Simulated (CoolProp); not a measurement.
Vapour-liquid equilibrium of benzene (1) + m-xylene (2) at 285.5 K; x and y are mole fractions of (1).

Computed with CoolProp (multi-fluid Helmholtz-energy mixture model, Thol 2012 and Zhou 2012; pair parameters Bell 2016).

```json
[
 {"x": "0.05", "bubble pressure (MPa)": "0.0008533", "y at the bubble point": "0.424", "dew pressure at overall composition x (MPa)": "0.0005422", "liquid density (mol/L)": "8.321"},
 {"x": "0.125", "bubble pressure (MPa)": "0.001344", "y at the bubble point": "0.663", "dew pressure at overall composition x (MPa)": "0.0005850", "liquid density (mol/L)": "8.507"},
 {"x": "0.2", "bubble pressure (MPa)": "0.001824", "y at the bubble point": "0.772", "dew pressure at overall composition x (MPa)": "0.0006351", "liquid density (mol/L)": "8.700"},
 {"x": "0.275", "bubble pressure (MPa)": "[?]", "y at the bubble point": "0.835", "dew pressure at overall composition x (MPa)": "0.0006946", "liquid density (mol/L)": "8.901"},
 {"x": "0.35", "bubble pressure (MPa)": "0.002763", "y at the bubble point": "0.877", "dew pressure at overall composition x (MPa)": "0.0007663", "liquid density (mol/L)": "[?]"},
 {"x": "0.425", "bubble pressure (MPa)": "0.003229", "y at the bubble point": "[?]", "dew pressure at overall composition x (MPa)": "0.0008546", "liquid density (mol/L)": "9.327"},
 {"x": "0.5", "bubble pressure (MPa)": "0.003696", "y at the bubble point": "[?]", "dew pressure at overall composition x (MPa)": "0.0009658", "liquid density (mol/L)": "9.554"},
 {"x": "0.575", "bubble pressure (MPa)": "0.004164", "y at the bubble point": "0.946", "dew pressure at overall composition x (MPa)": "0.001110", "liquid density (mol/L)": "9.791"},
 {"x": "0.65", "bubble pressure (MPa)": "0.004635", "y at the bubble point": "0.960", "dew pressure at overall composition x (MPa)": "0.001305", "liquid density (mol/L)": "10.04"},
 {"x": "0.725", "bubble pressure (MPa)": "0.005109", "y at the bubble point": "0.971", "dew pressure at overall composition x (MPa)": "0.001582", "liquid density (mol/L)": "10.30"},
 {"x": "0.8", "bubble pressure (MPa)": "0.005585", "y at the bubble point": "0.981", "dew pressure at overall composition x (MPa)": "0.002007", "liquid density (mol/L)": "10.57"},
 {"x": "0.875", "bubble pressure (MPa)": "0.006063", "y at the bubble point": "0.989", "dew pressure at overall composition x (MPa)": "0.002740", "liquid density (mol/L)": "10.85"},
 {"x": "0.95", "bubble pressure (MPa)": "0.006541", "y at the bubble point": "0.996", "dew pressure at overall composition x (MPa)": "[?]", "liquid density (mol/L)": "11.15"}
]
```

**Question.** Complete the blanks.

**Answer.** 
- 0.275, bubble pressure (MPa): 0.002295
- 0.35, liquid density (mol/L): 9.110
- 0.425, y at the bubble point: 0.906
- 0.5, y at the bubble point: 0.929
- 0.95, dew pressure at overall composition x (MPa): 0.004292

No azeotrope shows between x = 0.05 and 0.95.

The pair parameters rest on a limited set of measurements; away from them the model extrapolates.
